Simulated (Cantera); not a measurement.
Charge: 1 mol Si, a varied amount of HCl, 33 mol N2, held at 1723.15 K and 1000 Pa.

Cantera equilibrium calculation (NASA polynomials, part measured and part estimated; ideal gas, pure solids and liquids). Candidate condensed phases: NH4Cl, Si, Si3N4; 28 gas species. The tables' values for SiCl3, SiCl are old estimates; treat these amounts as uncertain. Rates play no part.

x: gas mole fraction; n: condensed amount in mol.

```csv
n(HCl) (mol),x N2,x HCl,x H2,x SiCl2,x Cl,x SiCl3,n Si3N4(s)
1.6,0.953,0.0138,0.0163,0.0161,0.000153,0.000126,0.147
2.1,0.940,0.0178,0.0210,0.0208,0.000173,0.000183,0.0881
2.8,0.922,0.0230,0.0274,0.0270,0.000197,0.000270,0.00590
3.7,0.899,…,0.0275,0.0266,…,0.000524,0
4.9,0.871,…,0.0270,0.0255,…,0.000835,0
6.5,0.835,0.112,0.0264,0.0240,0.000972,0.00119,0
8.6,0.793,0.155,0.0256,0.0223,0.00137,0.00156,0
11,0.750,0.200,0.0247,0.0205,0.00180,0.00188,0
15,0.688,0.265,0.0236,0.0181,0.00244,0.00224,0
20,0.623,0.333,0.0223,0.0156,0.00315,0.00250,0
27,0.550,0.408,0.0209,0.0130,0.00400,0.00264,0
```

Q: Complete the blanks.

A: 
- 3.7, x HCl: 0.0454
- 3.7, x Cl: 0.000387
- 4.9, x HCl: 0.0750
- 4.9, x Cl: 0.000645
